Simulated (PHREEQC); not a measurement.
Make-up at 25 °C: 3.4e-05 mol Ca(HCO3)2 and 0.05 mol Na2HPO4 per kg of water. Closed to the air; pH follows from the charge balance.

Model: ion-association model, wateq4f.dat, run in PHREEQC.

### Question
The ionic strength comes out as 0.144 mol/kgw. What activity coefficients do CO3-2, NaCO3-, HCO3-, OH-, HPO4-2 get?

### Answer
CO3-2 0.34, NaCO3- 0.77, HCO3- 0.77, OH- 0.73, HPO4-2 0.33.

Precipitation was switched off in this run. The solution is supersaturated, for example in Hydroxyapatite, so a real one may precipitate; this is no full list. H3PO4, which wateq4f.dat lacks, is added to it with the constant of phreeqc.dat.
